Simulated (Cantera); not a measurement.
Source: NASA polynomial tables (part measured, part estimated), evaluated in Cantera. Values are per mole of reaction as written; species without (g) are pure solids or liquids, kept so even where they would boil at 1 bar.

Question: Between 300 and 573 K, where is each reaction favourable under standard conditions?
- 3 Mg(g) + 6 HI(g) + N2(g) = 2 NH3(g) + 3 MgI2
- Mg(g) + I2 = MgI2

Answer: 
- 3 Mg(g) + 6 HI(g) + N2(g) = 2 NH3(g) + 3 MgI2: ΔG° is -1461 kJ at 300 K and -1165 kJ at 573 K; it stays negative (K > 1). ΔH° is -1779 kJ and ΔS° -1072 J/K at 573 K.
- Mg(g) + I2 = MgI2: ΔG° is -474 kJ at 300 K and -428 kJ at 573 K; it stays negative (K > 1). ΔH° is -534 kJ and ΔS° -184 J/K at 573 K.
